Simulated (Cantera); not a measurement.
Feed: 1 mol V, 11 mol H2O, 260 mol H2, 5.7 mol NH3, held at 852 °C and 0.0100 bar.

Cantera equilibrium calculation (NASA polynomials, part measured and part estimated; ideal gas, pure solids and liquids). Candidate condensed phases: H2O, V, VN, VO, V2O3, V2O4, V2O5; 28 gas species. Condensed phases not in the tables: the oxides between V2O3 and V2O5 other than VO2. Kinetics and transport are ignored.

Base state: H2 0.956, H2O 0.0336, N2 0.0101 (mole fractions); condensed: V2O3(s).

### Question
What changes in the equilibrium state with this change: temperature from 852 °C to 2102 °C?

### Answer
| species | before | after |
|---|---|---|
| H2 | 0.956 | 0.828 |
| H | 4.35e-7 | 0.128 |
| H2O | 0.0336 | 0.0297 |
| N2 | 0.0101 | 0.00940 |
| VO2 | <1e-9 | 0.00245 |
| OH | <1e-9 | 0.000819 |
| VO | <1e-9 | 0.000809 |
| O | <1e-9 | 8.53e-5 |
| V | <1e-9 | 3.68e-5 |
| V2O3(s), mol | 0.500 | 0 |
